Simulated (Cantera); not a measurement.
# Low-pressure radical oxidation in H2/O2

An isothermal, constant-pressure homogeneous reactor starts with 16.7 % H₂, 83.3 % O₂, equivalence ratio 0.10, at 1450 K and 5.55 Torr.

Cantera simulation using GRI-Mech 3.0 (53 species, 325 reactions); the numbers are that mechanism's predictions, not measurements. Radical loss at walls, strong at low pressure, is not modelled. The temperature is held fixed by assumption; the heat of reaction is taken as removed at once.

| t (s) | x H₂ | x O₂ | x H₂O | x OH | x O | x H₂O₂ |
|---|---|---|---|---|---|---|
| 3.00e-5 | 0.167 | 0.833 | 1.29e-8 | 2.97e-8 | 3.20e-8 | 7.37e-11 |
| 8.23e-5 | 0.167 | 0.833 | 2.08e-7 | 1.78e-7 | 2.05e-7 | 5.45e-10 |
| 0.000226 | 0.167 | 0.833 | 5.52e-6 | 2.48e-6 | 2.94e-6 | 3.91e-9 |
| 0.000620 | 0.162 | 0.830 | 0.00315 | 0.00123 | 0.00149 | 1.89e-8 |
| 0.00170 | 0.00752 | 0.717 | 0.130 | 0.0175 | 0.0864 | 8.17e-8 |
| 0.00468 | 0.00727 | 0.720 | 0.132 | 0.0173 | 0.0841 | 8.16e-8 |
| 0.0128 | 0.00683 | 0.728 | 0.136 | 0.0169 | 0.0774 | 8.27e-8 |
| 0.0352 | 0.00568 | 0.746 | 0.145 | 0.0156 | 0.0616 | 8.36e-8 |
| 0.0967 | 0.00331 | 0.779 | 0.162 | 0.0121 | 0.0336 | 7.69e-8 |
| 0.265 | 0.000946 | 0.806 | 0.175 | 0.00660 | 0.00919 | 4.90e-8 |
| 0.729 | 0.000156 | 0.816 | 0.180 | 0.00270 | 0.00150 | 2.05e-8 |
| 2.00 | 2.63e-5 | 0.817 | 0.181 | 0.00111 | 0.000251 | 7.44e-9 |
x: mole fraction; the columns are a selection and need not sum to one.

Equilibrium at this temperature and pressure: H₂ 2.23e-6, O₂ 0.818, H₂O 0.182, OH 0.000323, O 2.13e-5, H₂O₂ 2.18e-9 (gas phase only).
